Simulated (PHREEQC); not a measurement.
1 kg of water holding 0.0045 mol Na2SO4, 0.27 mol NaCl and 0.015 mol K2SO4 is evaporated at 25 °C; the solids stay in contact with the brine. CO2 from the air is kept out. Solids allowed: Arcanite, Glaserite, Halite, Mirabilite, Misenite, Sylvite, Thenardite. Others were left out.

The numbers come from PHREEQC with the Pitzer model, pitzer.dat.

Q: Predict ionic strength, Halite (mol) at water left (kg) = 0.2082, 0.01627, 0.006093.

A: 
```
water left (kg)  ionic strength  Halite (mol)
---------------  --------------  ------------
0.2082                     1.58             0
0.01627                    8.29         0.172
0.006093                   8.23         0.233
```
